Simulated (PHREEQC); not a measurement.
Solution (35 °C): 0.12 mol/kgw Pb(NO3)2, 0.0029 mol/kgw HNO3 and 0.0018 mol/kgw Cu(NO3)2. Closed to the air; pH follows from the charge balance.

The numbers come from PHREEQC with the ion-association model, phreeqc.dat.

Q: The ionic strength comes out as 0.265 mol/kgw. What activity coefficients do Pb+2, H+, Cu+2, PbNO3+, NO3- get?

A: Pb+2 0.29, H+ 0.78, Cu+2 0.30, PbNO3+ 0.73, NO3- 0.67.

Precipitation was switched off in this run. Species that the database lacks are ignored.
